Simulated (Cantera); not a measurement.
Input (Python, Cantera) and output of one run.

```python
import numpy as np
import cantera as ct

gas_names = """
    C CO COS CO2 CS CS2 C2 C2O C3 C3O2 C4 C5 Na NaO Na2 Na2O Na2SO4 O O2 O3 S SO SO2 SO3 S2 S2O S8
""".split()
cond_names = """
    C(gr) Na(cr) Na(L) NaO2(s) Na2CO3(I) Na2CO3(II) Na2CO3(L) Na2O(c) Na2O(a) Na2O(L) Na2O2(a) Na2O2(b)
    Na2S(1) Na2S(2) Na2S(L) Na2SO4(V) Na2SO4(IV) Na2SO4(I) Na2SO4(L) S(cr1) S(cr2) S(L)
""".split()


# ... load() reads the species with a 1 bar reference pressure and builds the phases ...
atoms = {
    'Na2SO4': {'Na': 2, 'S': 1, 'O': 4},
    'CO2': {'C': 1, 'O': 2},
}
top_T = {'C(gr)': 4500, 'NaO2(s)': 800, 'Na2O2(b)': 940}  # K; cautious upper limits of use, not melting points


# ... equilibrate(T, P, feed) seeds the gas with the atoms and calls Mixture.equilibrate('TP', solver="vcs", rtol=1e-11, max_steps=5000) ...
results = []
feed = {'Na2SO4': 1, 'CO2': 1.5}  # mol
P = 6600  # Pa
for T in [1473, 1548, 1623, 1698, 1773, 1848, 1923, 1998, 2073, 2148, 2223]:
    mix = equilibrate(T, P, feed)
    results.append((T, P, feed, dict(zip(mix.species_names, mix.species_moles))))
    x = sorted(zip(gas.X, gas.species_names), reverse=True)
    print(f"T = {T:g} K  P = {P:g} Pa  gas = {mix.phase_moles(0):.4g} mol")
    print("   x: " + "  ".join(f"{s} {v:.3e}" for v, s in x if v > 1e-06))
    print("   condensed (mol): " + ("  ".join(f"{mix.phase(i).name} {mix.phase_moles(i):.4g}"
          for i in range(1, mix.n_phases) if mix.phase_moles(i) > 1e-12) or "none"))
```

Output:

```
T = 1473 K  P = 6600 Pa  gas = 1.504 mol
   x: CO2 9.970e-01  Na 9.910e-04  O2 7.284e-04  SO2 4.963e-04  CO 4.661e-04  Na2SO4 3.464e-04  NaO 1.832e-06
   condensed (mol): Na2SO4(L) 0.9987
T = 1548 K  P = 6600 Pa  gas = 1.512 mol
   x: CO2 9.910e-01  Na 3.391e-03  O2 2.108e-03  SO2 1.700e-03  Na2SO4 1.003e-03  CO 8.257e-04  NaO 9.709e-06  O 1.363e-06
   condensed (mol): Na2SO4(L) 0.9959
T = 1623 K  P = 6600 Pa  gas = 1.536 mol
   x: CO2 9.750e-01  Na 1.016e-02  O2 5.751e-03  SO2 5.102e-03  Na2SO4 2.602e-03  CO 1.344e-03  NaO 4.414e-05  O 5.614e-06  SO3 2.082e-06
   condensed (mol): Na2SO4(L) 0.9882
T = 1698 K  P = 6600 Pa  gas = 1.599 mol
   x: CO2 9.359e-01  Na 2.732e-02  O2 1.466e-02  SO2 1.374e-02  Na2SO4 6.142e-03  CO 2.019e-03  NaO 1.752e-04  O 2.062e-05  SO3 6.564e-06  SO 2.608e-06  Na2O 2.382e-06
   condensed (mol): Na2SO4(L) 0.9682
T = 1773 K  P = 6600 Pa  gas = 1.764 mol
   x: CO2 8.476e-01  Na 6.699e-02  O2 3.483e-02  SO2 3.378e-02  Na2SO4 1.335e-02  CO 2.738e-03  NaO 6.166e-04  O 6.820e-05  SO3 1.875e-05  Na2O 1.035e-05  SO 1.027e-05  Na2 2.591e-06
   condensed (mol): Na2SO4(L) 0.9168
T = 1848 K  P = 6600 Pa  gas = 2.257 mol
   x: CO2 6.614e-01  Na 1.519e-01  O2 7.741e-02  SO2 7.688e-02  Na2SO4 2.702e-02  CO 3.089e-03  NaO 1.951e-03  O 2.051e-04  SO3 4.907e-05  Na2O 3.956e-05  SO 3.596e-05  Na2 1.072e-05
   condensed (mol): Na2SO4(L) 0.7653
T = 1923 K  P = 6600 Pa  gas = 4.808 mol
   x: Na 3.153e-01  CO2 3.099e-01  SO2 1.603e-01  O2 1.585e-01  Na2SO4 4.741e-02  NaO 5.456e-03  CO 2.051e-03  O 5.609e-04  Na2O 1.285e-04  SO3 1.154e-04  SO 1.127e-04  Na2 3.775e-05
   condensed (mol): none
T = 1998 K  P = 6600 Pa  gas = 5.363 mol
   x: Na 3.502e-01  CO2 2.764e-01  SO2 1.779e-01  O2 1.764e-01  Na2SO4 8.234e-03  NaO 6.041e-03  CO 3.331e-03  O 1.077e-03  SO 2.405e-04  SO3 1.084e-04  Na2O 9.244e-05  Na2 3.856e-05
   condensed (mol): none
T = 2073 K  P = 6600 Pa  gas = 5.486 mol
   x: Na 3.561e-01  CO2 2.676e-01  SO2 1.805e-01  O2 1.803e-01  NaO 5.895e-03  CO 5.841e-03  O 1.899e-03  Na2SO4 1.183e-03  SO 4.654e-04  SO3 9.080e-05  Na2O 5.579e-05  Na2 3.344e-05
   condensed (mol): none
T = 2148 K  P = 6600 Pa  gas = 5.519 mol
   x: Na 3.562e-01  CO2 2.618e-01  O2 1.819e-01  SO2 1.801e-01  CO 9.977e-03  NaO 5.641e-03  O 3.201e-03  SO 8.507e-04  Na2SO4 1.840e-04  SO3 7.536e-05  Na2O 3.364e-05  Na2 2.837e-05  S 1.219e-06
   condensed (mol): none
T = 2223 K  P = 6600 Pa  gas = 5.548 mol
   x: Na 3.550e-01  CO2 2.541e-01  O2 1.838e-01  SO2 1.787e-01  CO 1.626e-02  NaO 5.397e-03  O 5.215e-03  SO 1.484e-03  SO3 6.308e-05  Na2SO4 3.216e-05  Na2 2.412e-05  Na2O 2.085e-05  S 3.575e-06
   condensed (mol): none
```

Equilibrium computed with Cantera from the NASA thermochemical tables; the gas is ideal and each condensed phase is pure.
